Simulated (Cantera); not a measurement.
Input: 1 mol CsCl, 0.16 mol H2, 5.8 mol H2O, held at 1675 K and 1.00 bar.

Equilibrium computed with Cantera from the NASA thermochemical tables; the gas is ideal and each condensed phase is pure. Rates play no part.

| species | before | after |
|---|---|---|
| H2O | 0.832 | 0.829 |
| CsCl | 0.134 | 0.139 |
| H2 | 0.0230 | 0.0229 |
| Cs2Cl2 | 0.00298 | 0.000131 |
| Cl | 2.41e-6 | 1.25e-5 |
| OH | 3.08e-5 | 0.000152 |
| H | 1.76e-5 | 8.68e-5 |
| Cs | 5.94e-5 | 0.000291 |
| HCl | 0.00404 | 0.00422 |
| CsOH | 0.00399 | 0.00395 |
Gas species are given as mole fractions.

Q: What was changed between the two runs?
A. pressure from 1.00 bar to 41.0 mbar
B. pressure from 1.00 bar to 3.40 Pa
C. temperature from 1675 K to 850 K
D. temperature from 1675 K to 1573 K

A: A, pressure from 1.00 bar to 41.0 mbar
